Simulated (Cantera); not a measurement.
A closed system holds: 1 mol Si₂H₆, 25 mol NO, 74 mol H₂, held at 1750 K and 1.33 mbar.

Method: chemical equilibrium by Gibbs-energy minimisation in Cantera with the NASA 1993 tables (ideal gas, pure condensed phases). Candidate condensed phases: H₂O, Si, SiO₂, Si₂N₂O, Si₃N₄; 35 gas species. The feed counts by its element totals alone. The tables hold silica as quartz up to 1696 K and as liquid above; real silica turns to tridymite and cristobalite and melts near 1996 K. Equilibrium is a limit: real reactors are often held back by kinetics, nucleation or transport.

What is the equilibrium state?


- x(H₂): 0.619
- x(H₂O): 0.235
- x(N₂): 0.139
- x(H): 0.00501
- x(SiO): 0.00159
- x(OH): 0.000112
- x(SiO₂): 1.35e-6
- x(NO): 1.11e-6
- n(SiO₂(condensed)): 1.86 mol
- gas amount: 89.87 mol
- log10 activity of Si(l) (absent): -8.09
